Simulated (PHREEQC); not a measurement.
Na2CO3 is added in steps, without added water, to 1 kg of water holding 0.011 mol TMAH and 0.00029 mol H4SiO4, at 25 °C. Oxygen alone is held at its pressure in air (log pO2 = -0.68). CO2 from the air is kept out. Only these solids could form: Quartz, Nahcolite, Natron.

Base run: PHREEQC, ion-association model, wateq4f.dat. Each further column changes one thing. The table gives NaCO3- (mol/kgw).

```tsv
Na2CO3 added (mol)	base	Debye-Hückel limiting law	database phreeqc.dat	Davies equation for every ion
0	0	0	0	0
0.0035	0.000235	0.000208	0.000236	0.000231
0.007	0.000800	0.000680	0.000805	0.000784
0.0105	0.00159	0.00130	0.00160	0.00155
0.014	0.00254	0.00203	0.00256	0.00248
0.0175	0.00363	0.00281	0.00366	0.00355
0.021	0.00483	0.00365	0.00487	0.00472
0.0245	0.00612	0.00451	0.00617	0.00599
0.028	0.00750	0.00540	0.00756	0.00734
```

(CH3)4N+ isn't in the database: it is added as a free cation with an ion size of 4 Å. phreeqc.dat and wateq4f.dat share most of their constants, so their agreement is no independent check. Solids allowed in the column 'database phreeqc.dat': SiO2(a).
